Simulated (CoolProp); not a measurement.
Aqueous propylene glycol as a coolant, 26 % by mass, freezing at -10.4 °C, 1 atm.

Model: Melinder's fits for secondary coolants, in CoolProp.

| T (°C) | cp (kJ/(kg K)) | viscosity (mPa s) | density (kg/m³) | Prandtl number |
|---|---|---|---|---|
| -9.3 | 3.836 | 9.36 | 1029 | 82.1 |
| -5.2 | 3.846 | 7.52 | 1028 | 65.6 |
| -1.1 | 3.856 | 6.12 | 1027 | 53.1 |
| 3 | 3.866 | 5.04 | 1026 | 43.5 |
| 7 | 3.876 | 4.22 | 1025 | 36.2 |
| 11.1 | 3.886 | 3.55 | 1024 | 30.3 |
| 15.2 | 3.896 | 3.03 | 1022 | 25.7 |
| 19.2 | 3.906 | 2.61 | 1021 | 22.1 |
| 23.3 | 3.917 | 2.27 | 1019 | 19.1 |
| 27.4 | 3.927 | 1.99 | 1017 | 16.6 |
| 31.5 | 3.937 | 1.76 | 1015 | 14.6 |
| 35.5 | 3.947 | 1.57 | 1013 | 13.0 |
